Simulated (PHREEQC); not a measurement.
A PHREEQC speciation (ion-association model, wateq4f.dat) at 85 °C gives pH 3.44 and these molalities:

| species | mol/kgw |
|---|---|
| AlSO4+ | 0.0719 |
| NH4+ | 0.0583 |
| SO4-2 | 0.0533 |
| Al(SO4)2- | 0.0365 |
| NH4SO4- | 0.00968 |
| Al+3 | 0.00667 |
| HSO4- | 0.00310 |
| AlOH+2 | 0.00220 |
| Al(OH)2+ | 0.000686 |
| H+ | 0.000474 |
| AlHSO4+2 | 1.56e-5 |
| Al(OH)3 | 3.50e-6 |

**Question.** What are the element totals, and what could have been dissolved in 1 kg of water to give them?

**Answer.** Several could match; the one computed here: totals Al 0.118, N(-3) 0.0680, S(6) 0.211 mol/kgw, from 0.059 mol/kgw Al2(SO4)3 and 0.034 mol/kgw (NH4)2SO4.

Precipitation was switched off in this run. Saturation is exceeded, for instance for Boehmite (slow to form), Gibbsite (slow to form); the values hold only as long as no solid forms. Species that the database lacks are ignored. Away from 25 °C the constants follow the database's enthalpies or fits; those with neither stay at their 25 °C values.
